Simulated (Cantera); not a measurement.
A perfectly stirred reactor is fed with 10.0 % CH4, 1.20 % C2H6, 18.6 % O2, 70.1 % N2, equivalence ratio 1.3, at 340000 Pa; it is adiabatic with a 500 K inlet, and is followed from long to short residence time, starting on the burning branch (τ in s: 0.029, 0.013, 0.0057, 0.0025, 0.0011, 0.00049, 0.00022, 9.7e-05, 4.3e-05, 1.9e-05).

Detailed kinetics in Cantera: GRI-Mech 3.0 (53 species, 325 reactions).

Problem. Predict: blow-out, bracketed by the residence times tried; x(CH4) at τ = 29.0 ms; x(C2H6) at τ = 29.0 ms; x(O2) at τ = 29.0 ms; x(CH3) at τ = 29.0 ms; x(CO) at τ = 29.0 ms; x(CH4) at τ = 0.490 ms; x(C2H6) at τ = 0.490 ms; x(O2) at τ = 0.490 ms; x(CH3) at τ = 0.490 ms; x(CO) at τ = 0.490 ms.

Solution. 
- blow-out, bracketed by the residence times tried: burning at 97.0 µs, out at 43.0 µs
- x(CH4) at τ = 29.0 ms: 5.77e-5
- x(C2H6) at τ = 29.0 ms: 1.10e-7
- x(O2) at τ = 29.0 ms: 0.000115
- x(CH3) at τ = 29.0 ms: 2.41e-5
- x(CO) at τ = 29.0 ms: 0.0641
- x(CH4) at τ = 0.490 ms: 0.000415
- x(C2H6) at τ = 0.490 ms: 4.42e-6
- x(O2) at τ = 0.490 ms: 0.00208
- x(CH3) at τ = 0.490 ms: 0.000285
- x(CO) at τ = 0.490 ms: 0.0648
